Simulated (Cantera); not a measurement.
Chemical vapour transport: MgO + HCl + O2

A closed system holds: 1 mol MgO, 0.036 mol HCl, 0.38 mol O2, held at 1175 K and 5.10 bar.

These are equilibrium values from Cantera (NASA tables, ideal gas, pure condensed phases), not measurements of a reactor. Candidate condensed phases: H2O, Mg, MgCl2, MgO, Mg(OH)2; 22 gas species. The numbers say what is thermodynamically allowed, not how fast it happens.

The x(O2) comes out as 0.912. The x(HCl) is 0.0435, the x(H2O) is 0.0220 and the x(Cl2) is 0.0218. The x(Cl) comes out as 0.000237, the x(MgCl2) is 2.12e-5 and the x(ClO) is 2.11e-5. The x(HOCl) is 2.07e-5. The n(MgO(s)) is 1.000 mol and the gas amount is 0.4115 mol. The log10 activity of Mg(l) (absent) comes out as -21.36.
